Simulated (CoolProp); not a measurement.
Vapour-liquid equilibrium of propylene (1) + acetone (2) at 1.27 bar; x and y are mole fractions of (1).

Computed with CoolProp (multi-fluid Helmholtz-energy mixture model, Lemmon 2013 and Lemmon 2006; pair parameters Bell 2016).

```tsv
x	bubble temperature (°C)	y at the bubble point	dew temperature at overall composition x (°C)	liquid density (mol/L)
0.05	18.4	[?]	61.2	13.60
0.2	-26.0	[?]	56.0	14.39
0.35	-35.5	0.993	50.1	14.51
0.5	-37.9	0.995	43.0	14.49
0.65	-38.5	0.995	33.9	[?]
0.8	-39.3	[?]	[?]	14.35
0.95	-41.5	[?]	[?]	14.34
```

Q: What belongs in the gaps?

A: 
- 0.05, y at the bubble point: 0.822
- 0.2, y at the bubble point: 0.986
- 0.65, liquid density (mol/L): 14.42
- 0.8, y at the bubble point: 0.996
- 0.8, dew temperature at overall composition x (°C): 20.9
- 0.95, y at the bubble point: 0.998
- 0.95, dew temperature at overall composition x (°C): -6.3

No azeotrope shows between x = 0.05 and 0.95.

Pair parameters are fitted to limited data, so mixtures are less certain than the pure fluids. With so large a gap from Raoult's law the liquid may split in two, which this calculation doesn't test in full.
